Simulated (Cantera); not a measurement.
Feed: 1 mol SiC, 0.017 mol H2O, 11 mol N2, at 1598.15 K and 1.10 mbar.

Cantera equilibrium calculation (NASA polynomials, part measured and part estimated; ideal gas, pure solids and liquids). Candidate condensed phases: C, C6H6, C7H8, C8H18, H2O, Si, SiC, SiO2, Si2N2O, Si3N4; 151 gas species. Kinetics and transport are ignored.

Base state: N2 0.997, H2 0.00151, CO 0.000777, SiO 0.000764, H 6.24e-5, Si 1.65e-5 (mole fractions); condensed: SiC(s).

Problem. What changes in the equilibrium state with this change: SiC replaced by Si3N4?

Solution. 
```csv
species,before,after
N2,0.997,0.997
SiO,0.000764,0.00154
H2,0.00151,0.00151
CO,0.000777,0
Si,1.65e-5,3.51e-5
H,6.24e-5,6.24e-5
"SiC(s), mol",0.991,0
"Si3N4(s), mol",0,0.994
```
